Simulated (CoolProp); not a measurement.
Computed with CoolProp (reference Helmholtz-energy equation of state, Rui 2013).

Problem. For R236EA, give the phase and the cp (kJ/(kg K)) at 256.2 K and 0.147 bar.

Solution. 
- 256.2 K and 0.147 bar: gas; cp 0.785
